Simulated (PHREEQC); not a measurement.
A column of 0.2 m (40 cells, dispersivity 0.016 m, 60 s a shift, diffusion coefficient 3e-10 m²/s) holds 0.021 eq of the database's cation exchanger X per kg of pore water, first in equilibrium with 0.057 mol/kgw CaCl2, 0.001 mol/kgw Na2SO4 and 1e-05 mol/kgw HCl. It is flushed with 1.2 mmol/kgw CdCl2, 9.2 mmol/kgw ZnSO4, 1.6 mmol/kgw NaCl and 0.01 mmol/kgw HCl, at 40 °C. Values are for the last cell. The system is closed to CO2. Nothing may precipitate in this run.

Base run: PHREEQC, ion-association model, phreeqc.dat. Each further column changes one thing. The table gives Cd in solution (mol/kgw).

```json
[
 {"pore volumes": "0", "base": "0", "exchange capacity from 0.021 to 0.011 eq/kgw": "0", "dispersivity from 0.016 to 0.032 m": "0"},
 {"pore volumes": "0.3875", "base": "7.60e-6", "exchange capacity from 0.021 to 0.011 eq/kgw": "8.88e-6", "dispersivity from 0.016 to 0.032 m": "?"},
 {"pore volumes": "0.6375", "base": "0.000136", "exchange capacity from 0.021 to 0.011 eq/kgw": "0.000159", "dispersivity from 0.016 to 0.032 m": "0.000249"},
 {"pore volumes": "1.012", "base": "0.000413", "exchange capacity from 0.021 to 0.011 eq/kgw": "0.000525", "dispersivity from 0.016 to 0.032 m": "0.000521"},
 {"pore volumes": "1.387", "base": "0.000512", "exchange capacity from 0.021 to 0.011 eq/kgw": "0.000697", "dispersivity from 0.016 to 0.032 m": "0.000635"},
 {"pore volumes": "1.637", "base": "0.000561", "exchange capacity from 0.021 to 0.011 eq/kgw": "?", "dispersivity from 0.016 to 0.032 m": "0.000674"},
 {"pore volumes": "2.013", "base": "0.000680", "exchange capacity from 0.021 to 0.011 eq/kgw": "?", "dispersivity from 0.016 to 0.032 m": "0.000736"},
 {"pore volumes": "2.388", "base": "0.000823", "exchange capacity from 0.021 to 0.011 eq/kgw": "0.00101", "dispersivity from 0.016 to 0.032 m": "0.000812"},
 {"pore volumes": "2.638", "base": "0.000910", "exchange capacity from 0.021 to 0.011 eq/kgw": "0.00107", "dispersivity from 0.016 to 0.032 m": "0.000867"},
 {"pore volumes": "3.013", "base": "0.00101", "exchange capacity from 0.021 to 0.011 eq/kgw": "?", "dispersivity from 0.016 to 0.032 m": "0.000945"},
 {"pore volumes": "3.388", "base": "0.00109", "exchange capacity from 0.021 to 0.011 eq/kgw": "0.00117", "dispersivity from 0.016 to 0.032 m": "0.00101"},
 {"pore volumes": "3.638", "base": "0.00112", "exchange capacity from 0.021 to 0.011 eq/kgw": "0.00118", "dispersivity from 0.016 to 0.032 m": "0.00105"},
 {"pore volumes": "4.013", "base": "0.00115", "exchange capacity from 0.021 to 0.011 eq/kgw": "?", "dispersivity from 0.016 to 0.032 m": "0.00109"}
]
```

Task: Some entries are withheld; supply them.

Result: 
- 0.3875, dispersivity from 0.016 to 0.032 m: 4.82e-5
- 1.637, exchange capacity from 0.021 to 0.011 eq/kgw: 0.000770
- 2.013, exchange capacity from 0.021 to 0.011 eq/kgw: 0.000893
- 3.013, exchange capacity from 0.021 to 0.011 eq/kgw: 0.00113
- 4.013, exchange capacity from 0.021 to 0.011 eq/kgw: 0.00119

At this temperature some constants are extrapolated from 25 °C, and those without enthalpy data are left unchanged.
